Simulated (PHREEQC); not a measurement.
Solution A (15 mmol/kgw Cu(NO3)2, 20 mmol/kgw HBF4 and 27 mmol/kgw H3BO3) is mixed with solution B (1.2 mmol/kgw NiCl2 and 2.6 mmol/kgw H3BO3) at 35 °C; shares are by mass of water, 1 kg in all. O2 is buffered at 0.21 atm. No CO2 enters from the air. Only these solids could form: Cu(OH)2, Atacamite, Cu2(OH)3NO3, Ni(OH)2, CuF2:2H2O.

All values are PHREEQC results (ion-association model, wateq4f.dat), not measurements.

```tsv
share of solution B	pH	BF4- (mol/kgw)	H3BO3 (mol/kgw)	BF3OH- (mol/kgw)	HF (mol/kgw)
0	1.78	0.0172	0.0275	0.00164	0.00462
0.1	(withheld)	0.0153	0.0251	0.00150	0.00450
0.2	(withheld)	0.0135	0.0226	0.00137	0.00437
0.3	1.93	(withheld)	0.0202	0.00123	0.00421
0.4	2.00	0.00983	0.0178	0.00108	0.00403
0.5	2.07	(withheld)	0.0154	(withheld)	0.00382
0.6	2.17	0.00621	0.0130	0.000774	0.00357
0.7	2.29	0.00443	(withheld)	0.000608	0.00324
0.8	2.45	0.00269	(withheld)	0.000428	0.00280
0.9	2.71	0.00103	0.00559	0.000219	0.00210
1	5.84	0	0.00260	0	0
```

### Question
Complete the blanks.

### Answer

- 0.1, pH: 1.82
- 0.2, pH: 1.87
- 0.3, BF4- (mol/kgw): 0.0117
- 0.5, BF4- (mol/kgw): 0.00801
- 0.5, BF3OH- (mol/kgw): 0.000931
- 0.7, H3BO3 (mol/kgw): 0.0105
- 0.8, H3BO3 (mol/kgw): 0.00807

Species that the database lacks are ignored. Real BF4- forms and hydrolyses slowly; the run takes it at equilibrium.
